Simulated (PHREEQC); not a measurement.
0.082 g of hydrous ferric oxide (600 m²/g; 0.2 weak and 0.005 strong sites per Fe, Dzombak-Morel constants, diffuse double layer) in 1 kg of water with 0.01 mol/kgw of an inert sodium salt and 2.3e-06 mol BaCl2 and 4.3e-07 mol SrCl2, at 25 °C; the pH is set by adding NaOH or the inert anion's acid. Oxygen alone is held at its pressure in air (log pO2 = -0.68). CO2 from the air is kept out. No solid was allowed to form.

The numbers come from PHREEQC with the ion-association model, wateq4f.dat.

| pH | Ba sorbed (%) | Sr sorbed (%) | surface charge σ (C/m²) |
|---|---|---|---|
| 4 | 0.0 | 0.0 | 0.216 |
| 4.5 | 0.0 | 0.0 | 0.160 |
| 5 | 0.0 | 0.0 | 0.113 |
| 5.5 | 0.0 | 0.0 | 0.077 |
| 6 | 0.0 | 0.0 | 0.050 |
| 6.5 | 0.1 | 0.0 | 0.030 |
| 7 | 0.6 | 0.2 | 0.017 |
| 7.5 | … | 1.7 | 0.008 |
| 8 | 25.7 | 11.1 | 0.002 |
| 8.5 | 66.5 | 42.0 | -0.005 |
| 9 | 92.0 | 81.0 | … |
| 9.5 | 98.7 | … | -0.023 |
| 10 | 99.8 | 99.5 | -0.038 |

Question: Complete the blanks.

Answer: 
- 7.5, Ba sorbed (%): 4.6
- 9, surface charge σ (C/m²): -0.012
- 9.5, Sr sorbed (%): 96.7

Species that the database lacks are ignored.
